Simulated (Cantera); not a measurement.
Hydrocarbon pyrolysis for carbon deposition

An isothermal, constant-pressure homogeneous reactor starts with C₃H₈ : H₂ = 1 : 5.6 (molar parts), at 1625 K and 1.00 bar.

Detailed kinetics in Cantera: GRI-Mech 3.0 (53 species, 325 reactions). GRI-Mech 3.0 was tuned for natural gas; its chemistry of propane as a main component is partial and can be far from experiment. GRI-Mech 3.0 stops at C3 and has no aromatics, soot or wall deposition, so with more carbon than oxygen in the feed, carbon stays in small species such as C2H2 where larger ones or solid carbon would form.

```
t (s)      x C₃H₈   x H₂    x C₂H     x CH₃   x C₂H₄
--------  -------  -----  -------  --------  -------
0.000100  6.98e-5  0.746  2.50e-8  0.000553   0.0974
0.000277  1.02e-6  0.750  1.83e-8  0.000269   0.0817
0.000765  3.43e-7  0.755  1.97e-8  0.000198   0.0597
0.00211   1.60e-7  0.761  2.64e-8  0.000182   0.0296
0.00585   5.87e-8  0.767  3.03e-8  0.000170   0.0102
0.0162    4.59e-8  0.770  3.12e-8  0.000163  0.00796
0.0447    4.18e-8  0.776  3.26e-8  0.000151  0.00817
0.124     3.51e-8  0.788  3.51e-8  0.000128  0.00856
0.342     2.90e-8  0.798  3.79e-8  0.000107  0.00895
0.946     2.75e-8  0.801  3.87e-8  0.000101  0.00905
2.62      2.75e-8  0.801  3.87e-8  0.000101  0.00906
7.23      2.75e-8  0.801  3.87e-8  0.000101  0.00906
20.0      2.75e-8  0.801  3.87e-8  0.000101  0.00906
```
x: mole fraction; the columns are a selection and need not sum to one.

Equilibrium at this temperature and pressure: C₃H₈ 2.75e-8, H₂ 0.801, C₂H 3.87e-8, CH₃ 0.000101, C₂H₄ 0.00906 (gas phase only).
